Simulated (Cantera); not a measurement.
Charge: 1 mol Al(CH3)3, 24 mol H2O, 150 mol H2, held at 823 K and 0.100 bar.

Method: chemical equilibrium by Gibbs-energy minimisation in Cantera with the NASA 1993 tables (ideal gas, pure condensed phases). Candidate condensed phases: Al, Al2O3, C, C6H6, C7H8, C8H18, H2O; 121 gas species. The feed counts by its element totals alone. Kinetics and transport are ignored.

Base state: H2 0.873, H2O 0.111, CO 0.00760, CH4 0.00563, CO2 0.00349 (mole fractions); condensed: Al2O3(s).

Problem. What changes in the equilibrium state with this change: temperature from 823 K to 1223.15 K?

Solution. 
```tsv
species	before	after
H2	0.873	0.877
H2O	0.111	0.106
CO	0.00760	0.0153
CH4	0.00563	2.59e-7
CO2	0.00349	0.00126
Al2O3(s), mol	0.500	0.500
```

Problem. What changes in the equilibrium state with this change: H2O from 24 to 9.6 mol?

Solution. 
```json
[
 {"species": "H2", "before": "0.873", "after": "0.939"},
 {"species": "H2O", "before": "0.111", "after": "0.0428"},
 {"species": "CH4", "before": "0.00563", "after": "0.0124"},
 {"species": "CO2", "before": "0.00349", "after": "0.000853"},
 {"species": "CO", "before": "0.00760", "after": "0.00518"},
 {"species": "Al2O3(s), mol", "before": "0.500", "after": "0.500"}
]
```

Problem. What changes in the equilibrium state with this change: temperature from 823 K to 1523.15 K?

Solution. 
| species | before | after |
|---|---|---|
| H2 | 0.873 | 0.877 |
| H2O | 0.111 | 0.107 |
| CO | 0.00760 | 0.0158 |
| CH4 | 0.00563 | 3.35e-9 |
| H | <1e-9 | 6.86e-5 |
| CO2 | 0.00349 | 0.000717 |
| Al2O3(s), mol | 0.500 | 0.500 |
Gases not in the tables: Al(OH)3.
